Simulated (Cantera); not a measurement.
What does this Cantera script print?

```python
import numpy as np
import cantera as ct

gas_names = """
    N2O NO
""".split()
cond_names = """
    CaO(s) CaO(L) Ca(a) Ca(b) Ca(L)
""".split()


# ... load() reads the species with a 1 bar reference pressure and builds the phases ...
species = {s.name: s for s in load("nasa_gas.yaml", gas_names) + load("nasa_condensed.yaml", cond_names)}
# Each term lists the table entries of one substance; the one whose range holds T is used.
reactions = {
    'N2O(g) + CaO = Ca + 2 NO(g)':
        [(-1, ['N2O']), (-1, ['CaO(s)', 'CaO(L)']), (1, ['Ca(a)', 'Ca(b)', 'Ca(L)']), (2, ['NO'])],
}


def pick(names, T):
    return next(species[n] for n in names if species[n].thermo.min_temp <= T <= species[n].thermo.max_temp)


results = []
for label, terms in reactions.items():
    print(label)
    print("     T/K   dH/kJ  dS/(J/K)   dG/kJ   log10 K")
    for T in [798, 948, 1098, 1248, 1398, 1548, 1698, 1848, 1998]:
        used = [(nu, pick(names, T)) for nu, names in terms]
        dH = sum(nu * s.thermo.h(T) for nu, s in used) / 1e6
        dS = sum(nu * s.thermo.s(T) for nu, s in used) / 1e3
        dG = dH - T * dS / 1e3
        logK = -dG * 1e6 / (ct.gas_constant * T * np.log(10))
        results.append((label, T, dH, dS, dG, logK, [s.name for _, s in used]))
        print(f"{T:8g} {dH:8.1f} {dS:8.1f} {dG:8.1f} {logK:8.2f}")
```

It prints:

```
N2O(g) + CaO = Ca + 2 NO(g)
     T/K   dH/kJ  dS/(J/K)   dG/kJ   log10 K
     798    734.7    203.5    572.3   -37.46
     948    733.3    201.9    541.9   -29.86
    1098    732.1    200.7    511.7   -24.34
    1248    740.0    207.8    480.6   -20.12
    1398    739.2    207.2    449.5   -16.80
    1548    738.4    206.7    418.5   -14.12
    1698    737.4    206.1    387.5   -11.92
    1848    736.3    205.4    356.7   -10.08
    1998    735.1    204.8    325.9    -8.52
```

Cantera with NASA thermochemical tables; ideal gases at 1 bar, condensed phases pure. Condensed species are held in their standard states even where they would react or evaporate.
